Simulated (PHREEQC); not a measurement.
Solution (25 °C): 0.078 mol/kgw CuCl2, 5.1e-05 mol/kgw HCl, 0.0068 mol/kgw NaCl and 0.0037 mol/kgw CO2. Closed to the air; pH follows from the charge balance.

The numbers come from PHREEQC with the ion-association model, phreeqc.dat.

Precipitation was switched off in this run.

**Question.** Order these Cu species by the share of Cu that they hold, largest first: CuHCO3+, CuCl+, Cu+2, CuCl2.

**Answer.** Cu+2 (88 %), CuCl+ (11 %), CuCl2 (0.45 %), CuHCO3+ (0.18 %)

The pH is 3.77 and the ionic strength 0.222 mol/kgw.
